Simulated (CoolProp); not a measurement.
Vapour-liquid equilibrium of propane (1) + R236EA (2) at 12.7 bar; x and y are mole fractions of (1).

Model: multi-fluid Helmholtz-energy mixture model, Lemmon 2009 and Rui 2013; pair parameters Bell 2016, in CoolProp.

| x | bubble temperature (K) | y at the bubble point | dew temperature at overall composition x (K) | liquid density (mol/L) |
|---|---|---|---|---|
| 0.05 | 354.1 | 0.186 | 360.9 | 8.012 |
| 0.125 | 342.0 | 0.402 | 357.2 | 8.367 |
| 0.2 | 332.9 | 0.542 | ___ | ___ |
| 0.275 | 326.5 | 0.630 | ___ | ___ |
| 0.35 | 322.1 | 0.686 | ___ | 9.017 |
| 0.425 | 319.1 | 0.725 | 340.6 | 9.156 |
| 0.5 | 316.9 | 0.755 | 335.8 | 9.288 |
| 0.575 | 315.1 | 0.780 | 330.6 | 9.427 |
| 0.65 | 313.7 | 0.805 | ___ | 9.583 |
| 0.725 | 312.4 | 0.831 | 319.1 | ___ |
| 0.8 | 311.4 | 0.862 | 314.0 | 9.984 |
| 0.875 | 310.5 | ___ | 311.0 | 10.24 |
| 0.95 | 310.0 | 0.954 | 310.0 | 10.52 |

Some entries are withheld; supply them.


- 0.2, dew temperature at overall composition x (K): 353.3
- 0.2, liquid density (mol/L): 8.643
- 0.275, dew temperature at overall composition x (K): 349.3
- 0.275, liquid density (mol/L): 8.853
- 0.35, dew temperature at overall composition x (K): 345.1
- 0.65, dew temperature at overall composition x (K): 325.0
- 0.725, liquid density (mol/L): 9.767
- 0.875, y at the bubble point: 0.901

No azeotrope shows between x = 0.05 and 0.95.

Pair parameters are fitted to limited data, so mixtures are less certain than the pure fluids. With so large a gap from Raoult's law the liquid may split in two, which this calculation doesn't test in full.
